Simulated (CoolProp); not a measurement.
Properties of C2F6 (R116) along the isobar 0.383 MPa.

Values from CoolProp's reference Helmholtz-energy equation of state, Lemmon 2006. It is a short technical equation, of lower accuracy than the large ones.

```csv
T (K),phase,cp (kJ/(kg K)),expansivity (1/kK),conductivity (mW/(m K))
192.1,liquid,___,2.697,77.5
225.4,gas,0.7147,___,9.69
258.6,gas,___,4.872,12.0
291.9,gas,0.7819,___,14.4
325.2,gas,___,3.417,17.0
358.5,gas,0.8686,3.013,19.6
391.7,gas,0.9080,2.707,___
425,gas,___,2.463,24.8
```

Task: Complete the blanks.

Result: 
- 192.1, cp (kJ/(kg K)): 0.9336
- 225.4, expansivity (1/kK): 6.616
- 258.6, cp (kJ/(kg K)): 0.7400
- 291.9, expansivity (1/kK): 3.983
- 325.2, cp (kJ/(kg K)): 0.8261
- 391.7, conductivity (mW/(m K)): 22.2
- 425, cp (kJ/(kg K)): 0.9440

Thermal conductivity comes from a separate model (Huber 2003), an estimate that may be off by 10 % or more.
